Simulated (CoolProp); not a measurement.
Properties of octamethyltrisiloxane (MDM) at several states.

Model: reference Helmholtz-energy equation of state, Thol 2017, in CoolProp.

```
T (K)  p (MPa)   phase  Joule-Thomson coefficient (K/MPa)  expansivity (1/kK)  fugacity coefficient
-----  -------  ------  ---------------------------------  ------------------  --------------------
330.5   0.0151  liquid                            -0.3862               1.325                0.2108
332.7    0.816  liquid                            -0.3862               1.315              0.004750
375      0.664  liquid                            -0.3044               1.488               0.03355
388.4    0.391  liquid                            -0.2691               1.572               0.08703
204.7     2.75  liquid                            -0.5255               1.062              1.484e-8
```
